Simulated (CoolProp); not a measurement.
Vapour-liquid equilibrium of carbon dioxide (1) + propane (2) at 237.5 K; x and y are mole fractions of (1).

Values from CoolProp's multi-fluid Helmholtz-energy mixture model, Span 1996 and Lemmon 2009; pair parameters Kunz 2012.

```csv
x,bubble pressure (MPa),y at the bubble point,dew pressure at overall composition x (MPa),liquid density (mol/L)
0.05,0.2405,0.455,0.1405,13.28
0.15,0.4531,0.726,0.1567,13.87
0.25,0.6383,0.816,0.1771,14.51
0.35,0.7803,0.858,0.2033,15.22
0.45,0.8798,0.882,0.2385,16.03
0.55,0.9476,0.897,0.2882,16.97
0.65,0.9979,0.909,0.3638,18.10
0.75,1.043,0.922,0.4920,19.50
0.85,1.092,0.941,0.7481,21.26
0.95,1.147,0.974,1.109,23.56
```

No azeotrope shows between x = 0.05 and 0.95.

The pair parameters rest on a limited set of measurements; away from them the model extrapolates. With so large a gap from Raoult's law the liquid may split in two, which this calculation doesn't test in full.
